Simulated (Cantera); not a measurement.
A Cantera script and what it prints.

```python
import numpy as np
import cantera as ct

gas_names = [...]  # 151 gases of nasa_gas.yaml made of C, H, N, O, Si
cond_names = """
    C(gr) C6H6(L) C7H8(L) C8H18(L),n-octa H2O(s) H2O(L) Si(cr) Si(L) SiC(b) SiO2(Lqz) SiO2(hqz) SiO2(L)
    Si2N2O(s) Si3N4(a)
""".split()


# ... load() reads the species with a 1 bar reference pressure and builds the phases ...
atoms = {
    'Si3N4': {'Si': 3, 'N': 4},
    'N2O': {'N': 2, 'O': 1},
    'H2': {'H': 2},
    'CO2': {'C': 1, 'O': 2},
}
top_T = {'C(gr)': 4500, 'SiC(b)': 3050, 'Si2N2O(s)': 2100, 'Si3N4(a)': 2400}  # K; cautious upper limits of use, not melting points


# ... equilibrate(T, P, feed) seeds the gas with the atoms and calls Mixture.equilibrate('TP', solver="vcs", rtol=1e-11, max_steps=5000) ...
results = []
feed = {'Si3N4': 1, 'N2O': 0.041, 'H2': 4.1, 'CO2': 0.028}  # mol
P = 87000  # Pa
for T in [900, 975, 1050, 1125, 1200, 1275, 1350, 1425, 1500, 1575, 1650]:
    mix = equilibrate(T, P, feed)
    results.append((T, P, feed, dict(zip(mix.species_names, mix.species_moles))))

top = {s: max(r[3][s] / sum(r[3][g] for g in gas_names) for r in results) for s in gas_names}
cols = sorted((s for s in top if top[s] > 0.001), key=lambda s: -top[s])[:9]
seen = [c for c in cond_names if any(r[3].get(c, 0) > 1e-12 for r in results)]
print("log10 of partial pressures in bar; condensed amounts in mol")
print(f"{'T/K':>10s}" + "".join(f"{s[:9]:>10s}" for s in cols + seen))
for T, P, feed, n in results:
    ng = sum(n[g] for g in gas_names)
    print(f"{T:10.4g}" + "".join(f"{np.log10(max(n[s] / ng * P / 1e5, 1e-99)):10.3f}" for s in cols)
          + "".join(f"{n.get(c, 0):10.4g}" for c in seen))
```

It prints:

```
log10 of partial pressures in bar; condensed amounts in mol
       T/K        H2        N2       CH4     C(gr)    SiC(b) Si2N2O(s)  Si3N4(a)
       900    -0.071    -1.814    -2.231         0         0     0.097    0.9353
       975    -0.071    -1.814    -2.231         0         0     0.097    0.9353
      1050    -0.071    -1.813    -2.231         0         0     0.097    0.9353
      1125    -0.071    -1.813    -2.231         0         0     0.097    0.9353
      1200    -0.071    -1.813    -2.231         0         0     0.097    0.9353
      1275    -0.071    -1.813    -2.232         0         0     0.097    0.9353
      1350    -0.070    -1.814    -2.380  0.007886         0   0.09699    0.9353
      1425    -0.071    -1.753    -2.672         0   0.01744   0.09698    0.9295
      1500    -0.070    -1.731    -3.139         0    0.0242   0.09696    0.9273
      1575    -0.070    -1.725    -3.570         0   0.02639   0.09691    0.9266
      1650    -0.070    -1.722    -3.964         0   0.02713   0.09682    0.9264
```

These are equilibrium values from Cantera (NASA tables, ideal gas, pure condensed phases), not measurements of a reactor. Mutual solubility and eutectic melting of coexisting phases are not modelled.
